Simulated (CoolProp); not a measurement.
R1224YDZ along the isotherm 238.7 K: fugacity coefficient from the reference equation and from simpler models built on Tc = 428.7 K, pc = 3334 kPa, ω = 0.325; each cubic takes its own stable root.

The numbers come from the reference Helmholtz-energy equation of state, Akasaka 2023 in CoolProp.

```
p (kPa)   phase  reference  van der Waals  Soave-Redlich-Kwong  Peng-Robinson
-------  ------  ---------  -------------  -------------------  -------------
1850     liquid   0.005434         0.1082             0.005566       0.005765
3700     liquid   0.002976        0.06314             0.003082       0.003156
5560     liquid   0.002170        0.04903             0.002272       0.002301
7410     liquid   0.001783        0.04284             0.001887       0.001889
9260     liquid   0.001562        0.03988             0.001671       0.001654
11100    liquid   0.001426        0.03863             0.001541       0.001509
13000    liquid   0.001336        0.03845             0.001459       0.001413
14800    liquid   0.001281        0.03903             0.001414       0.001354
16700    liquid   0.001245        0.04026             0.001388       0.001315
```
